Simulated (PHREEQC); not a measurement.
A column of 0.5 m (40 cells, dispersivity 0.018 m, 720 s a shift, diffusion coefficient 3e-10 m²/s) holds 0.024 eq of the database's cation exchanger X per kg of pore water, first in equilibrium with 4.4 mmol/kgw BaCl2 and 0.01 mmol/kgw HCl. It is flushed with 0.0047 mol/kgw MgCl2, 0.00068 mol/kgw SrCl2 and 1e-05 mol/kgw HCl, at 25 °C. Values are for the last cell. No CO2 enters from the air. Precipitation was switched off in this run.

Base run: PHREEQC, ion-association model, phreeqc.dat. Each further column changes one thing. The table gives Sr in solution (mol/kgw).

```
pore volumes      base  exchange capacity from 0.024 to 0.012 eq/kgw  dispersivity from 0.018 to 0.036 m
------------  --------  --------------------------------------------  ----------------------------------
0                    0                                             0                                   0
0.9125        8.53e-10                                       4.59e-7                             1.18e-7
2.038          1.45e-5                                      0.000134                             4.16e-5
2.938          8.27e-5                                      0.000354                            0.000135
4.062         0.000229                                      0.000568                            0.000274
4.963         0.000361                                      0.000644                            0.000380
6.088         0.000502                                      0.000673                            0.000488
6.987         0.000581                                      0.000678                            0.000552
```
